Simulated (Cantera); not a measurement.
A jet of 1.16 % CH₄, 15.8 % O₂, 83.1 % N₂, equivalence ratio 0.15 at 300 K and 43000 Pa hits a platinum plate 5.8 cm away at a mass flux of 0.19 kg/m²/s; the plate temperature is set and raised in steps from an oxygen-covered start.

Model: Deutschmann's 1995 Pt surface mechanism with GRI-Mech 3.0 gas chemistry, integrated in Cantera. Catalytic surfaces can have several steady states; this one follows from the mechanism file's or the stated starting coverage.

One state of this run: wall x CH₄ = 0.00287; wall x O₂ = 0.139; wall x H₂O = 0.0161; wall x OH = 2.40e-7; wall x CO = 2.01e-6; wall x CO₂ = 0.0106; θ free Pt = 0.281; θ O* = 0.717; θ OH* = 0.00142. x: mole fraction at the wall; θ: surface coverage.

Q: Which value of plate T (K) does it belong to?
(A) 1050
(B) 1200
(C) 950
(D) 1000

A: A, 1050
